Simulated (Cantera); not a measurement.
An adiabatic, constant-pressure homogeneous reactor starts with 3.67 % C3H8, 19.3 % O2, 72.6 % N2, 4.40 % CO2, equivalence ratio 0.95, at 1525 K and 7500 Torr.

Detailed kinetics in Cantera: GRI-Mech 3.0 (53 species, 325 reactions). GRI-Mech 3.0 was tuned for natural gas; its chemistry of propane as a main component is partial and can be far from experiment.

x: mole fraction; the columns are a selection and need not sum to one.

```json
[
 {"t (s)": "2.00e-6", "T (K)": "1521", "x C3H8": "0.0352", "x O2": "0.192", "x CO2": "0.0439", "x C2H": "1.74e-12", "x CH2O": "0.000284"},
 {"t (s)": "4.55e-6", "T (K)": "1522", "x C3H8": "0.0321", "x O2": "0.190", "x CO2": "0.0438", "x C2H": "2.65e-11", "x CH2O": "0.00108"},
 {"t (s)": "1.04e-5", "T (K)": "1539", "x C3H8": "0.0228", "x O2": "0.183", "x CO2": "0.0434", "x C2H": "8.62e-10", "x CH2O": "0.00334"},
 {"t (s)": "2.36e-5", "T (K)": "2754", "x C3H8": "<1e-12", "x O2": "?", "x CO2": "?", "x C2H": "<1e-12", "x CH2O": "?"},
 {"t (s)": "5.37e-5", "T (K)": "2851", "x C3H8": "<1e-12", "x O2": "0.0262", "x CO2": "0.105", "x C2H": "<1e-12", "x CH2O": "1.00e-9"},
 {"t (s)": "0.000122", "T (K)": "2847", "x C3H8": "<1e-12", "x O2": "0.0252", "x CO2": "0.105", "x C2H": "<1e-12", "x CH2O": "1.01e-9"},
 {"t (s)": "0.000278", "T (K)": "2841", "x C3H8": "<1e-12", "x O2": "0.0236", "x CO2": "0.105", "x C2H": "<1e-12", "x CH2O": "1.02e-9"},
 {"t (s)": "0.000632", "T (K)": "2835", "x C3H8": "<1e-12", "x O2": "0.0223", "x CO2": "0.105", "x C2H": "<1e-12", "x CH2O": "1.03e-9"},
 {"t (s)": "0.00144", "T (K)": "2834", "x C3H8": "<1e-12", "x O2": "0.0220", "x CO2": "0.105", "x C2H": "<1e-12", "x CH2O": "1.04e-9"},
 {"t (s)": "0.00328", "T (K)": "2834", "x C3H8": "<1e-12", "x O2": "0.0220", "x CO2": "0.105", "x C2H": "<1e-12", "x CH2O": "1.04e-9"},
 {"t (s)": "0.00746", "T (K)": "2834", "x C3H8": "<1e-12", "x O2": "0.0220", "x CO2": "0.105", "x C2H": "<1e-12", "x CH2O": "1.04e-9"},
 {"t (s)": "0.0170", "T (K)": "2834", "x C3H8": "<1e-12", "x O2": "0.0220", "x CO2": "0.105", "x C2H": "<1e-12", "x CH2O": "1.04e-9"},
 {"t (s)": "0.0386", "T (K)": "2834", "x C3H8": "<1e-12", "x O2": "0.0220", "x CO2": "0.105", "x C2H": "<1e-12", "x CH2O": "1.04e-9"},
 {"t (s)": "0.0879", "T (K)": "2834", "x C3H8": "<1e-12", "x O2": "0.0220", "x CO2": "0.105", "x C2H": "<1e-12", "x CH2O": "1.04e-9"},
 {"t (s)": "0.200", "T (K)": "2834", "x C3H8": "<1e-12", "x O2": "0.0220", "x CO2": "0.105", "x C2H": "<1e-12", "x CH2O": "1.04e-9"}
]
```

Q: Complete the blanks.

A: 
- 2.36e-5, x O2: 0.0310
- 2.36e-5, x CO2: 0.0956
- 2.36e-5, x CH2O: 1.35e-9
